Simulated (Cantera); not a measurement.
Cantera with NASA thermochemical tables; ideal gases at 1 bar, condensed phases pure. Values are per mole of reaction as written; species without (g) are pure solids or liquids, kept so even where they would boil at 1 bar.

Q: Between 350 and 2150 K, where is each reaction favourable under standard conditions?
- Cl2(g) + CaF2 → CaCl2 + F2(g)
- CaCl2 → Ca + 2 Cl(g)

A: 
- Cl2(g) + CaF2 → CaCl2 + F2(g): ΔG° is 425 kJ at 350 K and 380 kJ at 2150 K; it stays positive (K < 1). ΔH° is 420 kJ and ΔS° 19 J/K at 2150 K.
- CaCl2 → Ca + 2 Cl(g): ΔG° is 945 kJ at 350 K and 499 kJ at 2150 K; it stays positive (K < 1). ΔH° is 992 kJ and ΔS° 229 J/K at 2150 K.
